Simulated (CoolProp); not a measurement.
Methanol at 298.15 K and 0.00694 MPa flows at 0.42 m/s in a round tube of 50 mm bore and 1.5 µm roughness, fully developed (64/Re and Nu = 3.66 if laminar; Colebrook and Gnielinski if turbulent). Each further row changes one setting.

The numbers come from the reference Helmholtz-energy equation of state, de Reuck 1993 in CoolProp.

```tsv
case	Reynolds number	Darcy friction factor	pressure drop (Pa/m)	heat-transfer coefficient (W/(m² K))	mass flow (kg/h)
as stated	196	0.326	0.0518	1.11	0.268
velocity 0.84 m/s	393	0.163	0.104	1.11	0.536
diameter 100 mm	393	0.163	0.0130	0.553	1.07
```

Viscosity comes from a separate model (Xiang 2006). Thermal conductivity comes from a separate model (Sykioti 2013).
